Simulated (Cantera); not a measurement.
A Cantera script and what it prints.

```python
import numpy as np
import cantera as ct

gas_names = """
    B BCL BCL2 BCL3 BH BH2 BH3 BN B2 CL CL2 H HCL H2 N NH NH2 NH3 N2 N2H2 N2H4
""".split()
cond_names = """
    B(b) B(L) BN(s) NH4CL(a) NH4CL(b)
""".split()


# ... load() reads the species with a 1 bar reference pressure and builds the phases ...
atoms = {
    'BN': {'B': 1, 'N': 1},
    'HCl': {'H': 1, 'CL': 1},
    'H2': {'H': 2},
}
top_T = {'BN(s)': 3200}  # K; cautious upper limits of use, not melting points


# ... equilibrate(T, P, feed) seeds the gas with the atoms and calls Mixture.equilibrate('TP', solver="vcs", rtol=1e-11, max_steps=5000) ...
results = []
feed = {'BN': 1, 'HCl': 49, 'H2': 0.96}  # mol
T = 2023.15  # K
P = 10000  # Pa
mix = equilibrate(T, P, feed)
results.append((T, P, feed, dict(zip(mix.species_names, mix.species_moles))))
x = sorted(zip(gas.X, gas.species_names), reverse=True)
print(f"T = {T:g} K  P = {P:g} Pa  gas = {mix.phase_moles(0):.4g} mol")
print("   x: " + "  ".join(f"{s} {v:.3e}" for v, s in x if v > 0.001))
print("   condensed (mol): " + ("  ".join(f"{mix.phase(i).name} {mix.phase_moles(i):.4g}"
      for i in range(1, mix.n_phases) if mix.phase_moles(i) > 1e-12) or "none"))
```

Output:

```
T = 2023.15 K  P = 10000 Pa  gas = 50.54 mol
   x: HCL 8.972e-01  H2 5.449e-02  CL 1.716e-02  BCL3 1.658e-02  N2 9.894e-03  BCL2 2.198e-03  H 1.403e-03  BCL 1.009e-03
   condensed (mol): none
```

Cantera equilibrium calculation (NASA polynomials, part measured and part estimated; ideal gas, pure solids and liquids). The tables' values for BCl2, BCl are old estimates; treat these amounts as uncertain. Gases not in the tables: BHCl2.
